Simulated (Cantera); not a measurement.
**Reactions in the system H-K-N-O**

Standard-state values (1 bar) from the NASA 1993 polynomials, evaluated with Cantera. Values are per mole of reaction as written; species without (g) are pure solids or liquids, kept so even where they would boil at 1 bar.

N2O(g) + KOH → 2 NO(g) + H(g) + K

```json
[
 {"T (K)": "1098", "ΔH° (kJ)": "720.1", "ΔS° (J/K)": "269.7", "ΔG° (kJ)": "424.0", "log10 K": "-20.17"},
 {"T (K)": "1148", "ΔH° (kJ)": "719.2", "ΔS° (J/K)": "268.9", "ΔG° (kJ)": "410.5", "log10 K": "-18.68"},
 {"T (K)": "1198", "ΔH° (kJ)": "718.3", "ΔS° (J/K)": "268.2", "ΔG° (kJ)": "397.1", "log10 K": "-17.31"},
 {"T (K)": "1248", "ΔH° (kJ)": "717.5", "ΔS° (J/K)": "267.5", "ΔG° (kJ)": "383.7", "log10 K": "-16.06"},
 {"T (K)": "1298", "ΔH° (kJ)": "716.7", "ΔS° (J/K)": "266.9", "ΔG° (kJ)": "370.3", "log10 K": "-14.90"}
]
```
